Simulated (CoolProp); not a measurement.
Computed with CoolProp (reference Helmholtz-energy equation of state, McLinden 2020).

Task: For R1336mzz(Z), give the phase and the Z, cp (kJ/(kg K)), expansivity (1/kK) at 157.25 °C and 3000 kPa.

Result: 
- 157.25 °C and 3000 kPa: liquid; Z 0.154, cp 1.80, expansivity 8.96
